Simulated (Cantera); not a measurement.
Pyrogenic steam for wet oxidation

An isothermal, constant-pressure homogeneous reactor starts with H₂ : O₂ : N₂ = 1.7 : 1 : 2.8 (molar parts), at 848 K and 13300 Pa.

Detailed kinetics in Cantera: GRI-Mech 3.0 (53 species, 325 reactions). Radical loss at walls, strong at low pressure, is not modelled. Below about 950 K walls govern HO2 and H2O2 in real vessels. The temperature is held fixed by assumption; the heat of reaction is taken as removed at once.

| t (s) | x H₂ | x O₂ | x O | x N₂O | x H₂O₂ |
|---|---|---|---|---|---|
| 2.00e-6 | 0.309 | 0.182 | <1e-12 | <1e-12 | <1e-12 |
| 7.46e-6 | 0.309 | 0.182 | <1e-12 | <1e-12 | <1e-12 |
| 2.78e-5 | 0.309 | 0.182 | <1e-12 | <1e-12 | <1e-12 |
| 0.000104 | 0.309 | 0.182 | <1e-12 | <1e-12 | <1e-12 |
| 0.000386 | 0.309 | 0.182 | 2.12e-12 | <1e-12 | <1e-12 |
| 0.00144 | 0.309 | 0.182 | 8.47e-11 | <1e-12 | 1.46e-12 |
| 0.00537 | 0.306 | 0.180 | 8.03e-5 | 8.62e-12 | 5.15e-7 |
| 0.0200 | 0.0701 | 0.0661 | 2.87e-7 | 1.33e-9 | 9.60e-6 |
| 0.0746 | 0.0701 | 0.0661 | 2.45e-9 | 1.33e-9 | 2.31e-5 |
| 0.278 | 0.0700 | 0.0661 | 2.74e-9 | 1.33e-9 | 2.88e-5 |
| 1.04 | 0.0699 | 0.0660 | 4.95e-9 | 1.33e-9 | 5.17e-5 |
| 3.86 | 0.0680 | 0.0651 | 1.71e-8 | 1.37e-9 | 0.000171 |
| 14.4 | 0.0551 | 0.0588 | 2.15e-8 | 1.63e-9 | 0.000192 |
| 53.7 | 0.0231 | 0.0434 | 2.14e-8 | 2.60e-9 | 0.000110 |
| 200 | 0.000213 | 0.0324 | 1.95e-9 | 5.08e-9 | 1.84e-6 |
x: mole fraction; the columns are a selection and need not sum to one.

Equilibrium at this temperature and pressure: H₂ 2.37e-12, O₂ 0.0323, O <1e-12, N₂O 4.76e-11, H₂O₂ 6.85e-12 (gas phase only).
